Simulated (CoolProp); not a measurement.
Vapour-liquid equilibrium of R143a (1) + fluoroethane (R161) (2) at 2.97 bar; x and y are mole fractions of (1).

The numbers come from the multi-fluid Helmholtz-energy mixture model, Lemmon and Jacobsen 2000 and Wu 2012; pair parameters Bell 2016 in CoolProp.

```json
[
 {"x": "0.05", "bubble temperature (K)": "261.3", "y at the bubble point": "0.072", "dew temperature at overall composition x (K)": "261.5", "liquid density (mol/L)": "16.00"},
 {"x": "0.125", "bubble temperature (K)": "260.2", "y at the bubble point": "0.174", "dew temperature at overall composition x (K)": "260.7", "liquid density (mol/L)": "15.74"},
 {"x": "0.2", "bubble temperature (K)": "259.3", "y at the bubble point": "0.267", "dew temperature at overall composition x (K)": "260.0", "liquid density (mol/L)": "15.48"},
 {"x": "0.275", "bubble temperature (K)": "258.4", "y at the bubble point": "0.354", "dew temperature at overall composition x (K)": "259.2", "liquid density (mol/L)": "15.22"},
 {"x": "0.35", "bubble temperature (K)": "257.5", "y at the bubble point": "0.435", "dew temperature at overall composition x (K)": "258.4", "liquid density (mol/L)": "14.97"},
 {"x": "0.425", "bubble temperature (K)": "256.7", "y at the bubble point": "0.512", "dew temperature at overall composition x (K)": "257.6", "liquid density (mol/L)": "14.72"},
 {"x": "0.5", "bubble temperature (K)": "256.0", "y at the bubble point": "0.585", "dew temperature at overall composition x (K)": "256.9", "liquid density (mol/L)": "14.48"},
 {"x": "0.575", "bubble temperature (K)": "255.2", "y at the bubble point": "0.655", "dew temperature at overall composition x (K)": "256.1", "liquid density (mol/L)": "14.25"},
 {"x": "0.65", "bubble temperature (K)": "254.5", "y at the bubble point": "0.721", "dew temperature at overall composition x (K)": "255.3", "liquid density (mol/L)": "14.02"},
 {"x": "0.725", "bubble temperature (K)": "253.8", "y at the bubble point": "0.785", "dew temperature at overall composition x (K)": "254.5", "liquid density (mol/L)": "13.79"},
 {"x": "0.8", "bubble temperature (K)": "253.2", "y at the bubble point": "0.846", "dew temperature at overall composition x (K)": "253.7", "liquid density (mol/L)": "13.57"},
 {"x": "0.875", "bubble temperature (K)": "252.6", "y at the bubble point": "0.906", "dew temperature at overall composition x (K)": "252.9", "liquid density (mol/L)": "13.36"},
 {"x": "0.95", "bubble temperature (K)": "251.9", "y at the bubble point": "0.963", "dew temperature at overall composition x (K)": "252.1", "liquid density (mol/L)": "13.15"}
]
```

No azeotrope shows between x = 0.05 and 0.95.

Pair parameters are fitted to limited data, so mixtures are less certain than the pure fluids.
